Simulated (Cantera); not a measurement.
Feed: 1 mol MgSO₄, 0.64 mol CO₂, held at 1748 K and 560000 Pa.

Equilibrium computed with Cantera from the NASA thermochemical tables; the gas is ideal and each condensed phase is pure. Candidate condensed phases: C, Mg, MgCO₃, MgO, MgS, MgSO₄, S; 26 gas species. Equilibrium is a limit: real reactors are often held back by kinetics, nucleation or transport.

Base state: SO₂ 0.462, CO₂ 0.300, O₂ 0.231, SO₃ 0.00667, CO 3.12e-5, O 1.49e-5 (mole fractions); condensed: MgO(s).

Question: What changes in the equilibrium state with this change: 0.021 mol CH₄ added?

Answer: 
| species | before | after |
|---|---|---|
| SO₂ | 0.462 | 0.458 |
| CO₂ | 0.300 | 0.307 |
| O₂ | 0.231 | 0.209 |
| H₂O | 0 | 0.0194 |
| OH | 0 | 0.000143 |
| CO | 3.12e-5 | 3.35e-5 |
| SO₃ | 0.00667 | 0.00629 |
| MgO(s), mol | 1.00 | 1.00 |
Further candidate phases: C₆H₆, C₇H₈, C₈H₁₈, H₂O, H₂SO₄, Mg(OH)₂.
